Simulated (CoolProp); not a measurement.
Vapour-liquid equilibrium of R125 (1) + R1234yf (2) at -75.05 °C; x and y are mole fractions of (1).

The numbers come from the multi-fluid Helmholtz-energy mixture model, Lemmon 2005 and Lemmon 2022; pair parameters Bell 2023 in CoolProp.

```tsv
x	bubble pressure, mixture model (bar)	bubble pressure, Raoult's law (bar)	y, mixture model	y, Raoult's law
0.05	0.08553	0.08526	___	0.127
0.15	0.09978	0.09914	___	0.329
0.25	0.1138	0.1130	___	0.480
0.35	0.1278	0.1269	0.598	0.599
0.45	0.1416	0.1408	0.692	0.694
0.55	0.1553	0.1547	___	0.772
0.65	0.1690	0.1686	0.834	0.837
0.75	___	0.1824	0.890	0.893
0.85	0.1965	0.1963	___	0.940
0.95	0.2102	0.2102	0.981	0.981
```

Q: Some entries are withheld; supply them.

A: 
- 0.05, y, mixture model: 0.129
- 0.15, y, mixture model: 0.331
- 0.25, y, mixture model: 0.481
- 0.55, y, mixture model: 0.769
- 0.75, bubble pressure, mixture model (bar): 0.1828
- 0.85, y, mixture model: 0.938

The largest gap from Raoult's law is +0.7 % in bubble pressure, at x = 0.25. No azeotrope shows between x = 0.05 and 0.95.

The pair parameters rest on a limited set of measurements; away from them the model extrapolates.
